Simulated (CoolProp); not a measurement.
The fluid at 298.15 K and 0.929 MPa flows at 0.51 m/s in a round tube of 1 mm bore and 15 µm roughness, fully developed (64/Re and Nu = 3.66 if laminar; Colebrook and Gnielinski if turbulent). The same conditions are run with several fluids, on thermodynamics alone (safety and materials aside).

The numbers come from the reference Helmholtz-energy equation of state of each fluid (oxygen: Schmidt 1985; normal hydrogen: Leachman 2009; C2F6 (R116): Lemmon 2006; sulfur hexafluoride: Guder 2009; methane: Setzmann 1991) in CoolProp.

| fluid | Reynolds number | Darcy friction factor | pressure drop (Pa/m) | heat-transfer coefficient (W/(m² K)) | mass flow (kg/h) |
|---|---|---|---|---|---|
| oxygen | 297 | 0.216 | 338 | 97.8 | [?] |
| normal hydrogen | 43.0 | 1.49 | 145 | [?] | 0.00108 |
| C2F6 (R116) | 2070 | [?] | 232 | [?] | 0.0832 |
| sulfur hexafluoride | 2030 | 0.0315 | [?] | 49.5 | [?] |
| methane | 276 | 0.232 | 185 | [?] | 0.00881 |

Problem. Some entries are withheld; supply them.

Solution. 
- oxygen, mass flow (kg/h): 0.0174
- normal hydrogen, heat-transfer coefficient (W/(m² K)): 684
- C2F6 (R116), Darcy friction factor: 0.0309
- C2F6 (R116), heat-transfer coefficient (W/(m² K)): 55.6
- sulfur hexafluoride, pressure drop (Pa/m): 253
- sulfur hexafluoride, mass flow (kg/h): 0.0890
- methane, heat-transfer coefficient (W/(m² K)): 127

Transport values come from each fluid's own correlations; those of C2F6 (R116) are estimates that may be off by 10 % or more.
